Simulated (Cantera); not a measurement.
What does this Cantera script print?

```python
import numpy as np
import cantera as ct

gas_names = """
    CL CL2 H HCL H2 N NH NH2 NH3 N2 N2H2 N2H4 Si SiCL SiCL2 SiCL3 SiCL4 SiH SiHCL3 SiH2 SiH2CL2 SiH3
    SiH3CL SiH4 SiN Si2 Si2N Si3
""".split()
cond_names = """
    NH4CL(a) NH4CL(b) Si(cr) Si(L) Si3N4(a)
""".split()


def load(file, names, dense=False):
    # The tables refer to 1 bar. Condensed volumes are neglected.
    table = {s.name: s for s in ct.Species.list_from_file(file)}
    out = []
    for n in names:
        d = dict(table[n].input_data)
        d["thermo"] = dict(d["thermo"], **{"reference-pressure": 1e5})
        if dense:
            d["equation-of-state"] = {"model": "constant-volume", "density": "1e6 g/cm^3"}
        out.append(ct.Species.from_dict(d))
    return out


gas = ct.Solution(thermo="ideal-gas", species=load("nasa_gas.yaml", gas_names))
cond = {s.name: ct.Solution(thermo="fixed-stoichiometry", species=[s], name=s.name)
        for s in load("nasa_condensed.yaml", cond_names, dense=True)}
atoms = {
    'SiHCl3': {'Si': 1, 'H': 1, 'CL': 3},
    'NH3': {'N': 1, 'H': 3},
    'N2': {'N': 2},
}
top_T = {'Si3N4(a)': 2400}  # K; cautious upper limits of use, not melting points


def equilibrate(T, P, feed):
    n = {}
    for name, mol in feed.items():
        for a, k in atoms[name].items():
            n[a] = n.get(a, 0.0) + k * mol
    gas.TPX = T, P, n
    mass = sum(n.values()) * gas.mean_molecular_weight
    gas.equilibrate("TP")
    valid = [c for c in cond.values() if c.min_temp <= T <= top_T.get(c.name, c.max_temp)]
    mix = ct.Mixture([(gas, mass / gas.mean_molecular_weight)] + [(c, 0.0) for c in valid])
    mix.T, mix.P = T, P
    mix.equilibrate("TP", solver="vcs", rtol=1e-11, max_steps=5000)
    return mix


results = []
feed = {'SiHCl3': 1, 'NH3': 0.13, 'N2': 72}  # mol
T = 1700  # K
P = 5700  # Pa
mix = equilibrate(T, P, feed)
results.append((T, P, feed, dict(zip(mix.species_names, mix.species_moles))))
print(gas.report(threshold=1e-05))
for i in range(1, mix.n_phases):
    print(f"{mix.phase(i).name:16s} {mix.phase_moles(i):12.5e} mol")
```

Result:

```
       temperature   1700 K
          pressure   5700 Pa
           density   0.011704 kg/m^3
  mean mol. weight   29.023 kg/kmol
   phase of matter   gas

                          1 kg             1 kmol
                     ---------------   ---------------
          enthalpy        1.4565e+06        4.2272e+07  J
   internal energy        9.6948e+05        2.8137e+07  J
           entropy            9406.1        2.7299e+05  J/K
    Gibbs function       -1.4534e+07       -4.2181e+08  J
 heat capacity c_p            1228.4             35652  J/K
 heat capacity c_v            941.92             27337  J/K

                      mass frac. Y      mole frac. X     chem. pot. / RT
                     ---------------   ---------------   ---------------
                CL        0.00013589        0.00011125           -25.725
                 H        1.1735e-06        3.3787e-05           -13.825
               HCL          0.015945          0.012693            -39.55
                H2        0.00020818          0.002997            -27.65
                N2           0.93696            0.9707             -29.3
             SiCL2          0.043782          0.012837           -59.082
             SiCL3         0.0026496        0.00057201           -84.807
             SiCL4        0.00029372        5.0179e-05           -110.53
     [  +20 minor]        2.7389e-05        1.0394e-05

Si(L)             0.00000e+00 mol
Si3N4(a)          0.00000e+00 mol
```

These are equilibrium values from Cantera (NASA tables, ideal gas, pure condensed phases), not measurements of a reactor. The tables' values for SiCl3 are old estimates; treat these amounts as uncertain.
